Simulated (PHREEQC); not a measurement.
Make-up at 41 °C: 22 mmol/kgw NH3 and 0.66 mmol/kgw Na2CO3. Closed to the air; pH follows from the charge balance.

Model: ion-association model, phreeqc.dat, run in PHREEQC.

| quantity | before | after |
|---|---|---|
| pH | 10.38 | 8.98 |
| ionic strength (mol/kgw) | 0.00227 | 0.0111 |

### Question
Name the change that produced these shifts.
(A) NH3 left out
(B) 0.00083 mol/kgw Na2SO4 added
(C) temperature from 41 to 70 °C
(D) Na2CO3 left out
(E) 0.009 mol/kgw CO2 added

### Answer
E, 0.009 mol/kgw CO2 added

This is a speciation only: nothing precipitates in the calculation. At this temperature some constants are extrapolated from 25 °C, and those without enthalpy data are left unchanged.
